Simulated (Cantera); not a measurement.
A Cantera script and its output.

```python
import numpy as np
import cantera as ct

gas = ct.Solution("h2o2.yaml")
gas.TPX = 950, 2666, {'H2': 0.038, 'O2': 1, 'H2O': 0.009}
reactor = ct.IdealGasConstPressureReactor(gas, energy="off", clone=False)
net = ct.ReactorNet([reactor])
net.rtol, net.atol = 1e-08, 1e-18
show = ['H2', 'O2', 'H2O', 'H2O2', 'OH']
times = np.geomspace(2e-06, 5, 10)

steps = ct.SolutionArray(gas, extra=["t"])
rows = []
print(f"{'t/s':>10s}{'T/K':>9s}{'P/Pa':>11s}" + "".join(f"{s:>11s}" for s in show))
for t in times:
    while net.time < t:
        t_next = net.step()
        steps.append(gas.state, t=t_next)
    rows.append([np.interp(t, steps.t, y) for y in (steps.T, steps.P, *steps(*show).X.T)])
    print(f"{t:10.3e}{rows[-1][0]:9.1f}{rows[-1][1]:11.4g}" + "".join(f"{x:11.3e}" for x in rows[-1][2:]))
rate = np.gradient(steps.T, steps.t)
print("integrator steps:", len(steps.t))
if steps.T.max() > steps.T[0] + 200:
    print(f"time of steepest temperature rise: {steps.t[rate.argmax()]:.4e} s")
gas.TPX = 950, 2666, {'H2': 0.038, 'O2': 1, 'H2O': 0.009}
gas.equilibrate("TP")
print(f"equilibrium (TP): T = {gas.T:.1f} K  " + "  ".join(f"{s} {gas[s].X[0]:.3e}" for s in show))
```

It prints:

```
       t/s      T/K       P/Pa         H2         O2        H2O       H2O2         OH
 2.000e-06    950.0       2666  3.629e-02  9.551e-01  8.596e-03  1.286e-19  3.421e-15
 1.028e-05    950.0       2666  3.629e-02  9.551e-01  8.596e-03  3.312e-18  8.135e-14
 5.282e-05    950.0       2666  3.629e-02  9.551e-01  8.596e-03  8.775e-17  1.626e-12
 2.714e-04    950.0       2666  3.629e-02  9.551e-01  8.596e-03  2.378e-15  2.139e-11
 1.395e-03    950.0       2666  3.629e-02  9.551e-01  8.596e-03  9.605e-14  1.991e-09
 7.169e-03    950.0       2666  5.897e-03  9.434e-01  3.551e-02  5.693e-07  1.813e-03
 3.684e-02    950.0       2666  6.900e-05  9.539e-01  4.556e-02  1.434e-07  1.322e-04
 1.893e-01    950.0       2666  3.652e-06  9.543e-01  4.570e-02  5.499e-08  2.768e-05
 9.729e-01    950.0       2666  1.336e-07  9.543e-01  4.572e-02  1.425e-08  7.560e-06
 5.000e+00    950.0       2666  4.688e-09  9.543e-01  4.572e-02  3.207e-09  2.559e-06
integrator steps: 1365
equilibrium (TP): T = 950.0 K  H2 5.257e-12  O2 9.543e-01  H2O 4.572e-02  H2O2 1.047e-11  OH 1.008e-07
```

Detailed kinetics in Cantera: the H2/O2 subset of GRI-Mech 3.0, which has no nitrogen chemistry. Radical loss at walls, strong at low pressure, is not modelled. The temperature is held fixed by assumption; the heat of reaction is taken as removed at once.
